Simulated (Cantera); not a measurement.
Charge: 1 mol Cu2O, 5.7 mol C, 16 mol N2, at 0.000670 bar.

Cantera equilibrium calculation (NASA polynomials, part measured and part estimated; ideal gas, pure solids and liquids). Candidate condensed phases: C, Cu, CuO, Cu2O; 27 gas species. The numbers say what is thermodynamically allowed, not how fast it happens.

What share of the Cu ends up in condensed phases as a function of T (°C), at 802, 852, 902, 952, 1002, 1052, 1102, 1152, 1202, 1252, 1302, 1352, 1402, 1452?


```
T (°C)  Cu condensed (%)     as
------  ----------------  -----
802                100.0  Cu(s)
852                100.0  Cu(s)
902                100.0  Cu(s)
952                100.0  Cu(s)
1002                99.9  Cu(s)
1052                99.6  Cu(s)
1102                99.0  Cu(l)
1152                97.2  Cu(l)
1202                93.1  Cu(l)
1252                83.9  Cu(l)
1302                63.8  Cu(l)
1352                20.6  Cu(l)
1402                 0.0      -
1452                 0.0      -
```
